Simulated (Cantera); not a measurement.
A diamond (100) surface in a fixed gas of H2 with x(CH4) = 0.015, x(H) = 0.00083, x(CH3) = 0.0015, at 1175 K; coverages are run to steady state.

Model: the Harris–Goodwin 1993 mechanism for the reconstructed diamond (100) surface, integrated in Cantera.

θ: site fractions in the mechanism's names (c6HH fully hydrogenated, c6H* and c6*H radical sites, c6** diradical, c6HM methylated).

```tsv
P (Pa)	growth (µm/h)	θ c6HH	θ c6H*	θ c6*H	θ c6**	θ c6HM
400	0.231	0.476	0.0341	0.459	0.0151	0.00317
650	0.417	0.475	0.0340	0.457	0.0150	0.00513
1000	(withheld)	0.473	0.0338	0.455	0.0149	(withheld)
1700	1.47	0.469	0.0335	0.451	0.0147	0.0130
2700	2.86	0.464	0.0331	0.446	0.0145	0.0201
4400	5.98	0.456	0.0325	0.437	0.0142	0.0312
7100	(withheld)	0.444	0.0316	0.425	0.0138	(withheld)
11000	25.1	0.431	0.0305	0.410	0.0133	0.0653
```

**Question.** Fill in the missing entries.

**Answer.** 
- 1000, growth (µm/h): 0.721
- 1000, θ c6HM: 0.00783
- 7100, growth (µm/h): 12.6
- 7100, θ c6HM: 0.0466
